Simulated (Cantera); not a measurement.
A perfectly stirred reactor is fed with C2H4 : O2 : N2 : CO2 = 1 : 2.5 : 9.4 : 1.1 (molar parts), equivalence ratio 1.2, at 7.30 bar; it is adiabatic with a 600 K inlet, and is followed from long to short residence time, starting on the burning branch (τ in s: 0.033, 0.016, 0.0078, 0.0038, 0.0018, 0.00089, 0.00043, 0.00021, 0.0001, 4.9e-05, 2.4e-05, 1.2e-05, 5.6e-06).

Computed with Cantera and GRI-Mech 3.0 (53 species, 325 reactions). GRI-Mech 3.0 was tuned for natural gas; its chemistry of ethylene as a main component is partial and can be far from experiment.

Q: What does this change do: pressure from 7.30 bar to 0.680 bar?

A: 
| quantity | before | after |
|---|---|---|
| blow-out, bracketed by the residence times tried | burning at 12.0 µs, out at 5.60 µs | burning at 49.0 µs, out at 24.0 µs |
| x(C2H4) at τ = 33.0 ms | 1.06e-6 | 3.46e-6 |
| x(O2) at τ = 33.0 ms | 0.000547 | 0.00451 |
| x(CO2) at τ = 33.0 ms | 0.151 | 0.142 |
| x(H2) at τ = 33.0 ms | 0.00892 | 0.0107 |
| x(N2O) at τ = 33.0 ms | 1.19e-7 | 7.11e-8 |
| x(C2H4) at τ = 0.430 ms | 3.23e-5 | 0.000119 |
| x(O2) at τ = 0.430 ms | 0.00449 | 0.0168 |
| x(CO2) at τ = 0.430 ms | 0.143 | 0.121 |
| x(H2) at τ = 0.430 ms | 0.0103 | 0.0159 |
| x(N2O) at τ = 0.430 ms | 3.02e-7 | 5.32e-8 |
